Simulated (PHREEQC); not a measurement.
PHREEQC input (Pitzer model, pitzer.dat):

```
SOLUTION 1
  temp 25
  units mol/kgw
  pH 7 charge
  Cl 0.0975
  Mg 0.051
  Li 0.0081
  K 0.047
  Na 0.0064
  S(6) 0.033
END
USE solution 1
INCREMENTAL_REACTIONS false
REACTION 1
  H2O -1
  0 9.886 18.011 24.689 30.178 34.689 38.397 41.444
  43.949 46.007 47.699 49.089 50.232 51.172 51.944 52.578
  53.1 53.528 53.88 54.17 54.408 54.603 54.764 54.896
  55.005 55.094 moles
EQUILIBRIUM_PHASES 1
  Arcanite 0 0
  Bischofite 0 0
  Bloedite 0 0
  Brucite 0 0
  Carnallite 0 0
  Epsomite 0 0
  Glaserite 0 0
  Halite 0 0
  Hexahydrite 0 0
  Kainite 0 0
  Kieserite 0 0
  Leonite 0 0
  Mirabilite 0 0
  Misenite 0 0
  Schoenite 0 0
  Sylvite 0 0
  Thenardite 0 0
  MgCl2_4H2O 0 0
SELECTED_OUTPUT 1
  -reset false
  -pH true
  -pe true
  -ionic_strength true
  -water true
  -activities H2O
  -totals Cl K Li Mg Na S
  -molalities H+ Li+ Na+ K+ Mg+2 Cl- SO4-2 OH- HSO4- MgOH+
  -equilibrium_phases Arcanite Bischofite Bloedite Brucite Carnallite Epsomite Glaserite Halite Hexahydrite Kainite
    Kieserite Leonite Mirabilite Misenite Schoenite Sylvite Thenardite MgCl2_4H2O
PRINT
  -reset false
END
```

Selected output (columns that matter, 26 of 26 rows; water left (kg) added in front):

```
water left (kg)	pH	mu	Cl	K	Li	Mg	Na	S	la_H2O	Halite	Kainite	Leonite	Schoenite	Sylvite
1	6.8483	0.2475	0.0975	0.047	0.0081	0.051	0.0064	0.033	-0.0015637	0	0	0	0	0
0.821894	6.8351	0.30113	0.11863	0.057185	0.0098553	0.062052	0.0077869	0.040151	-0.0018919	0	0	0	0	0
0.675514	6.8206	0.36639	0.14433	0.069577	0.011991	0.075498	0.0094743	0.048852	-0.0022907	0	0	0	0	0
0.555203	6.8046	0.44578	0.17561	0.084654	0.014589	0.091858	0.011527	0.059438	-0.002776	0	0	0	0	0
0.456313	6.7867	0.54239	0.21367	0.103	0.017751	0.11177	0.014025	0.072319	-0.0033677	0	0	0	0	0
0.375043	6.7664	0.65992	0.25997	0.12532	0.021598	0.13598	0.017065	0.08799	-0.0040907	0	0	0	0	0
0.30824	6.7432	0.80295	0.31631	0.15248	0.026278	0.16546	0.020763	0.10706	-0.0049767	0	0	0	0	0
0.253345	6.7165	0.97693	0.38485	0.18552	0.031972	0.20131	0.025262	0.13026	-0.0060658	0	0	0	0	0
0.208215	6.6854	1.1887	0.46827	0.22573	0.038902	0.24494	0.030737	0.15849	-0.0074111	0	0	0	0	0
0.171138	6.6488	1.4462	0.56972	0.27463	0.04733	0.29801	0.037397	0.19283	-0.0090811	0	0	0	0	0
0.140655	6.6054	1.7596	0.69319	0.33415	0.057588	0.36259	0.045501	0.23462	-0.011171	0	0	0	0	0
0.115613	6.5535	2.1408	0.84333	0.40653	0.070062	0.44113	0.055357	0.28544	-0.013808	0	0	0	0	0
0.0950203	6.4909	2.6047	1.0261	0.49463	0.085245	0.53673	0.067354	0.34729	-0.017175	0	0	0	0	0
0.0780853	6.4152	3.1696	1.2486	0.60191	0.10373	0.65313	0.081962	0.42262	-0.021533	0	0	0	0	0
0.0641769	6.3234	3.8565	1.5192	0.73235	0.12621	0.79468	0.099724	0.5142	-0.027248	0	0	0	0	0
0.0527548	6.2121	4.6915	1.8482	0.89091	0.15354	0.96674	0.12132	0.62554	-0.034852	0	0	0	0	0
0.0433504	6.0773	5.7093	2.2491	1.0842	0.18685	1.1765	0.14763	0.76124	-0.04515	0	0	0	0	0
0.0356396	5.9159	6.9445	2.7357	1.3188	0.22728	1.431	0.17958	0.92594	-0.059233	0	0	0	0	0
0.0290541	5.7216	7.9752	3.3558	1.4624	0.27879	1.6777	0.22028	0.98055	-0.076106	0	0	0	0.0022555	0
0.0233582	5.4746	8.6134	4.1741	1.4457	0.34677	1.9002	0.27399	0.84638	-0.096032	0	0	0	0.0066151	0
0.0187158	5.1594	9.523	5.2095	1.4538	0.43279	2.1962	0.34196	0.70575	-0.12542	0	0	0	0.0098956	0
0.0150033	4.7956	10.798	6.2771	1.3463	0.53988	2.6168	0.42657	0.63457	-0.16529	0	0	0	0.01174	0.0033222
0.012507	4.494	12.178	6.9016	0.9448	0.64764	3.1182	0.51172	0.71949	-0.20529	0	0	0.012001	0	0.011182
0.00980873	4.4294	12.527	7.1202	0.83757	0.8258	3.1533	0.65248	0.75117	-0.22006	0	0.014508	0.0055622	0	0.013152
0.00751611	4.3636	12.508	7.4566	0.73773	1.0777	3.0589	0.8515	0.66408	-0.23359	0	0.028009	0	0	0.013446
0.00574282	3.9028	13.051	8.6292	0.46075	1.4105	3.4562	0.48931	0.32186	-0.28686	0.00359	0.031152	0	0	0.013202
```
